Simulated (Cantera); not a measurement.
What does this Cantera script print?

```python
import numpy as np
import cantera as ct

gas_names = """
    OH NO VO2 H
""".split()
cond_names = """
    VN(s)
""".split()


# ... load() reads the species with a 1 bar reference pressure and builds the phases ...
species = {s.name: s for s in load("nasa_gas.yaml", gas_names) + load("nasa_condensed.yaml", cond_names)}
# Each term lists the table entries of one substance; the one whose range holds T is used.
reactions = {
    '3 OH(g) + VN = NO(g) + VO2(g) + 3 H(g)':
        [(-3, ['OH']), (-1, ['VN(s)']), (1, ['NO']), (1, ['VO2']), (3, ['H'])],
}


def pick(names, T):
    return next(species[n] for n in names if species[n].thermo.min_temp <= T <= species[n].thermo.max_temp)


results = []
for label, terms in reactions.items():
    print(label)
    print("     T/K   dH/kJ  dS/(J/K)   dG/kJ   log10 K")
    for T in [300, 473, 523, 573, 623, 673, 723, 773]:
        used = [(nu, pick(names, T)) for nu, names in terms]
        dH = sum(nu * s.thermo.h(T) for nu, s in used) / 1e6
        dS = sum(nu * s.thermo.s(T) for nu, s in used) / 1e3
        dG = dH - T * dS / 1e3
        logK = -dG * 1e6 / (ct.gas_constant * T * np.log(10))
        results.append((label, T, dH, dS, dG, logK, [s.name for _, s in used]))
        print(f"{T:8g} {dH:8.1f} {dS:8.1f} {dG:8.1f} {logK:8.2f}")
```

Result:

```
3 OH(g) + VN = NO(g) + VO2(g) + 3 H(g)
     T/K   dH/kJ  dS/(J/K)   dG/kJ   log10 K
     300    611.8    231.7    542.2   -94.41
     473    613.2    235.4    501.8   -55.41
     523    613.6    236.3    490.0   -48.94
     573    614.0    237.1    478.2   -43.59
     623    614.5    237.8    466.3   -39.10
     673    614.9    238.5    454.4   -35.27
     723    615.4    239.2    442.4   -31.96
     773    615.8    239.8    430.5   -29.09
```

Source: NASA polynomial tables (part measured, part estimated), evaluated in Cantera. VN: taken at fixed stoichiometry. Condensed species are held in their standard states even where they would react or evaporate.
